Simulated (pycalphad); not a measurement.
An equivalent pycalphad script:

```python
from pycalphad import Database, equilibrium, calculate, variables as v
import numpy as np
db = Database('COST507.tdb')
comps = ['SI', 'AL', 'VA']
phases = ['DIAMOND_A4', 'FCC_A1', 'LIQUID']
eq = equilibrium(db, comps, phases, {v.X('AL'): 0.0104, v.T: np.arange(1850, 499, -40), v.P: 101325, v.N: 1}, output=['HM', 'SM'])
```

Source of the numbers: pycalphad with the COST 507 light-alloy database (1999); pressure 1 atm. These are 1990s assessments: newer ones move some temperatures and phases. Phase fractions are per mole of atoms.

Results at three of the temperatures:

```
T = 1730.00 K, P = 101325 Pa, N = 1 mol of atoms
G = -73423 J/mol, H = 87015 J/mol, S = 92.74 J/(mol K)  (SER reference)
chemical potentials (J/mol): Si -72312, Al -179081
phase             fraction      x(Si)      x(Al)
LIQUID              1.0000     0.9896     0.0104
```

```
T = 1330.00 K, P = 101325 Pa, N = 1 mol of atoms
G = -47656 J/mol, H = 26492 J/mol, S = 55.75 J/(mol K)  (SER reference)
chemical potentials (J/mol): Si -47320, Al -79679
phase             fraction      x(Si)      x(Al)
DIAMOND_A4          0.9796     0.9999   7.18e-05
LIQUID              0.0204     0.4947     0.5053
```

```
T = 570.00 K, P = 101325 Pa, N = 1 mol of atoms
G = -12893 J/mol, H = 6105 J/mol, S = 33.33 J/(mol K)  (SER reference)
chemical potentials (J/mol): Si -12833, Al -18617
phase             fraction      x(Si)      x(Al)
DIAMOND_A4          0.9896     1.0000   3.46e-10
FCC_A1              0.0104    0.00054     0.9995
```

Changes of the phase set, refined by bisection:

```
T (°C)           phases above           phases below
------  ---------------------  ---------------------
1408.9                 liquid  diamond (Si) + liquid
577.0   diamond (Si) + liquid     diamond (Si) + fcc
```

FCC_A1 is fcc; DIAMOND_A4 is diamond (Si).
